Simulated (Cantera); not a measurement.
# Thermodynamics of silicon etching in halogen gases, feed Si + HF + N2

Input: 1 mol Si, 1.2 mol HF, 0.17 mol N2, at 725 K.

These are equilibrium values from Cantera (NASA tables, ideal gas, pure condensed phases), not measurements of a reactor. Candidate condensed phases: Si, Si3N4; 37 gas species. N2 is the only nitrogen source here; it is nearly inert below about 1500 K, so the nitride shown seldom forms there in practice. The tables' values for SiF3 are old estimates; treat these amounts as uncertain. Rates play no part.

From 1.00 Pa to 1.00 bar the condensed part is Si(s) + Si3N4(s). The main Si-bearing gas is SiF4 throughout.

```csv
P (Pa),x H2,x SiF4,x SiHF3,x SiH2F2,x SiF3,n Si(s),n Si3N4(s)
1,0.666,0.332,0.00147,4.09e-6,1.67e-5,0.445,0.0850
6.80,0.666,0.332,0.00236,1.07e-5,1.04e-5,0.444,0.0850
46,0.665,0.331,0.00380,2.76e-5,6.40e-6,0.444,0.0850
320,0.665,0.329,0.00615,7.27e-5,3.93e-6,0.444,0.0850
2200,0.663,0.327,0.00989,0.000189,2.41e-6,0.443,0.0850
15000,0.661,0.323,0.0158,0.000490,1.48e-6,0.441,0.0850
100000,0.658,0.316,0.0250,0.00125,9.07e-7,0.439,0.0850
```
x: gas mole fraction; n: condensed amount in mol.
